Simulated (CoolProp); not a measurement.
A single-stage vapour-compression cycle with propylene: evaporating at 259.15 K (dew point), condensing at 329.15 K (bubble point), superheat 10 K, subcooling 8 K, compressor efficiency 0.8, no pressure losses. Each further row changes one setting.

The numbers come from the reference Helmholtz-energy equation of state, Lemmon 2013 in CoolProp.

```json
[
 {"case": "as stated", "cooling COP": "…", "pressure ratio": "6.21", "discharge temperature (K)": "365.1", "refrigerating effect (kJ/kg)": "252", "volumetric capacity (kJ/m³)": "1930"},
 {"case": "evaporating temperature 264.15 K", "cooling COP": "2.37", "pressure ratio": "5.27", "discharge temperature (K)": "…", "refrigerating effect (kJ/kg)": "…", "volumetric capacity (kJ/m³)": "2300"},
 {"case": "condensing temperature 324.15 K", "cooling COP": "2.37", "pressure ratio": "…", "discharge temperature (K)": "359.0", "refrigerating effect (kJ/kg)": "266", "volumetric capacity (kJ/m³)": "2040"},
 {"case": "subcooling 13 K", "cooling COP": "2.23", "pressure ratio": "6.21", "discharge temperature (K)": "365.1", "refrigerating effect (kJ/kg)": "…", "volumetric capacity (kJ/m³)": "2040"},
 {"case": "superheat 20 K", "cooling COP": "2.13", "pressure ratio": "6.21", "discharge temperature (K)": "…", "refrigerating effect (kJ/kg)": "…", "volumetric capacity (kJ/m³)": "…"},
 {"case": "compressor efficiency 0.7", "cooling COP": "1.84", "pressure ratio": "6.21", "discharge temperature (K)": "373.0", "refrigerating effect (kJ/kg)": "252", "volumetric capacity (kJ/m³)": "1930"}
]
```

### Question
Fill in the missing entries.

### Answer

- as stated, cooling COP: 2.11
- evaporating temperature 264.15 K, discharge temperature (K): 362.4
- evaporating temperature 264.15 K, refrigerating effect (kJ/kg): 257
- condensing temperature 324.15 K, pressure ratio: 5.59
- subcooling 13 K, refrigerating effect (kJ/kg): 267
- superheat 20 K, discharge temperature (K): 375.1
- superheat 20 K, refrigerating effect (kJ/kg): 268
- superheat 20 K, volumetric capacity (kJ/m³): 1960
